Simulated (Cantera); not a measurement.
**Reactions in the system Ca-Cl-H**

Cantera with NASA thermochemical tables; ideal gases at 1 bar, condensed phases pure. Values are per mole of reaction as written; species without (g) are pure solids or liquids, kept so even where they would boil at 1 bar.

CaCl2 + H2(g) → Ca + 2 HCl(g)

```
T (K)  ΔH° (kJ)  ΔS° (J/K)  ΔG° (kJ)  log10 K  condensed phases
-----  --------  ---------  --------  -------  ----------------
825       602.3      163.4     467.6   -29.60   CaCl2(s), Ca(s)
875       601.4      162.2     459.4   -27.43   CaCl2(s), Ca(s)
925       600.4      161.1     451.3   -25.49   CaCl2(s), Ca(s)
975       599.4      160.1     443.3   -23.75   CaCl2(s), Ca(s)
1025      598.4      159.1     435.3   -22.18   CaCl2(s), Ca(s)
1075      568.4      130.4     428.2   -20.81   CaCl2(l), Ca(s)
1125      575.2      136.5     421.7   -19.58   CaCl2(l), Ca(l)
1175      573.7      135.2     414.9   -18.44   CaCl2(l), Ca(l)
1225      572.2      133.9     408.1   -17.40   CaCl2(l), Ca(l)
1275      570.7      132.7     401.5   -16.45   CaCl2(l), Ca(l)
1325      569.2      131.6     394.9   -15.57   CaCl2(l), Ca(l)
```
